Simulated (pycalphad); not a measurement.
Computed with pycalphad from the COST 507 light-alloy database (1999), at 1 atm. The database dates from 1999; later assessments differ in places, in temperatures and in the compounds included. Phase fractions are per mole of atoms.

Task: Give the equilibrium state of Si-29.98V (wt.%) at 1760 K.

Result: LIQUID, fraction 0.531, with 11.2 V wt.%; SI2V, fraction 0.469, with 47.6 V wt.%.

Task: Give the equilibrium state of Si-29.98V (wt.%) at 1440 K.

Result: 
```
T = 1440.00 K, P = 101325 Pa, N = 1 mol of atoms
G = -78166 J/mol, H = 6723 J/mol, S = 58.95 J/(mol K)  (SER reference)
chemical potentials (J/mol): Si -53496, V -182659
phase             fraction      x(Si)       x(V)
SI2V                0.5730     0.6667     0.3333
DIAMOND_A4          0.4270     1.0000       none
```

Database names, with the compositions (at.%) that they take in these runs: SI2V: Si 67 V 33. DIAMOND_A4 is diamond (Si). An entry "none" or "no" means that the model of the phase leaves that element out.
